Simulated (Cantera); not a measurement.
A closed system holds: 1 mol HI, 2.3 mol O2, 2.5 mol H2, equilibrated at 0.100 bar.

Cantera equilibrium calculation (NASA polynomials, part measured and part estimated; ideal gas, pure solids and liquids). Candidate condensed phases: H2O, I2; 12 gas species. The numbers say what is thermodynamically allowed, not how fast it happens. All values below are at 2402 °C.

Base state: H2O 0.457, I 0.187, O2 0.145, OH 0.0835, H2 0.0498, O 0.0391, H 0.0364, HI 0.00214 (mole fractions); condensed: gas only.

What changes in the equilibrium state with this change: H2 from 2.5 to 0.12 mol?


```json
[
 {"species": "O2", "before": "0.145", "after": "0.474"},
 {"species": "I", "before": "0.187", "after": "0.258"},
 {"species": "H2O", "before": "0.457", "after": "0.118"},
 {"species": "H2", "before": "0.0498", "after": "0.00711"},
 {"species": "H", "before": "0.0364", "after": "0.0138"},
 {"species": "O", "before": "0.0391", "after": "0.0707"},
 {"species": "OH", "before": "0.0835", "after": "0.0570"},
 {"species": "HI", "before": "0.00214", "after": "0.00112"},
 {"species": "I2", "before": "9.32e-6", "after": "1.78e-5"},
 {"species": "HO2", "before": "2.00e-5", "after": "2.47e-5"}
]
```
